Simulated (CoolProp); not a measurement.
Methanol at several states: density (kg/m³) from the reference equation and from simpler models built on Tc = 240.2 °C, pc = 8.216 MPa, ω = 0.565; each cubic takes its own stable root.

The numbers come from the reference Helmholtz-energy equation of state, de Reuck 1993 in CoolProp.

```json
[
 {"T (°C)": "-86.45", "p (MPa)": "0.137", "phase": "liquid", "reference": "893.7"},
 {"T (°C)": "78.85", "p (MPa)": "0.0882", "phase": "gas", "reference": "0.9900"},
 {"T (°C)": "-61.95", "p (MPa)": "17.7", "phase": "liquid", "reference": "879.5"},
 {"T (°C)": "287.45", "p (MPa)": "0.0202", "phase": "gas", "reference": "0.1389"}
]
```

Question: How far does each simpler model (Redlich-Kwong, Soave-Redlich-Kwong) lie from the reference over these 4 states: mean and median of the absolute difference, and the worst?

Answer: 
- Redlich-Kwong: mean 14.3 %, median 14.6 %, worst -27.8 % at -86.45 °C and 0.137 MPa
- Soave-Redlich-Kwong: mean 13.0 %, median 13.2 %, worst -25.6 % at -86.45 °C and 0.137 MPa
